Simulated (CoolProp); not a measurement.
Properties of nitrogen at several states.

The numbers come from the reference Helmholtz-energy equation of state, Span 2000 in CoolProp.

| T (K) | p (bar) | phase | density (kg/m³) | cp (kJ/(kg K)) | speed of sound (m/s) | viscosity (µPa s) | Prandtl number | fugacity coefficient |
|---|---|---|---|---|---|---|---|---|
| 525.1 | 55.3 | supercritical | 34.65 | 1.083 | 480.5 | 27.4 | 0.710 | 1.024 |
| 653.8 | 4.2 | gas | 2.161 | 1.088 | 517.8 | 31.4 | 0.713 | 1.002 |
| 688 | 8.11 | gas | 3.958 | 1.097 | 531.4 | 32.5 | 0.716 | 1.003 |
| 533.1 | 7.72 | gas | 4.863 | 1.065 | 470.7 | 27.3 | 0.707 | 1.003 |
| 547.3 | 34.7 | supercritical | 21.05 | 1.077 | 484.0 | 28.0 | 0.709 | 1.015 |
| 242 | 0.322 | gas | 0.4484 | 1.040 | 317.1 | 15.1 | 0.726 | 0.9997 |

Viscosity comes from a separate model (Lemmon 2004). Thermal conductivity comes from a separate model (Lemmon 2004).
